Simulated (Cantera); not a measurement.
Standard-state values (1 bar) from the NASA 1993 polynomials, evaluated with Cantera. Values are per mole of reaction as written; species without (g) are pure solids or liquids, kept so even where they would boil at 1 bar.

2 HCl(g) + Pb → PbCl2(g) + 2 H(g)

```tsv
T (K)	ΔH° (kJ)	ΔS° (J/K)	ΔG° (kJ)	log10 K	condensed phases
575	449.7	115.7	383.2	-34.81	Pb(s)
600	450.0	116.1	380.3	-33.11	Pb(s)
625	(withheld)	(withheld)	(withheld)	(withheld)	Pb(l)
650	445.6	108.8	374.9	-30.13	Pb(l)
675	(withheld)	(withheld)	(withheld)	(withheld)	Pb(l)
```

**Question.** Fill in the missing entries.

**Answer.** 
- 625, ΔH° (kJ): 445.4
- 625, ΔS° (J/K): 108.5
- 625, ΔG° (kJ): 377.6
- 625, log10 K: -31.56
- 675, ΔH° (kJ): 445.9
- 675, ΔS° (J/K): 109.2
- 675, ΔG° (kJ): 372.2
- 675, log10 K: -28.80
